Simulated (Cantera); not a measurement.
Charge: 1 mol SiO2, 0.81 mol H2, 3.2 mol H2O, held at 650 °C and 735 Torr.

Cantera equilibrium calculation (NASA polynomials, part measured and part estimated; ideal gas, pure solids and liquids). Candidate condensed phases: H2O, Si, SiO2; 18 gas species. Equilibrium is a limit: real reactors are often held back by kinetics, nucleation or transport.

Base state: H2O 0.798, H2 0.202 (mole fractions); condensed: SiO2(β-quartz).

Task: What changes in the equilibrium state with this change: SiO2 replaced by Nb2O5?

Result: 
```json
[
 {"species": "H2O", "before": "0.798", "after": "0.798"},
 {"species": "H2", "before": "0.202", "after": "0.202"},
 {"species": "SiO2(β-quartz), mol", "before": "1.00", "after": "0"},
 {"species": "Nb2O5(s), mol", "before": "0", "after": "1.00"}
]
```
Condensed phases not in the tables: the oxides between NbO2 and Nb2O5. Further candidate phases: Nb, NbO, NbO2, Nb2O5.

Task: What changes in the equilibrium state with this change: 0.027 mol Cl2 added?

Result: 
```csv
species,before,after
H2O,0.798,0.793
H2,0.202,0.194
HCl,0,0.0134
"SiO2(β-quartz), mol",1.00,1.00
```
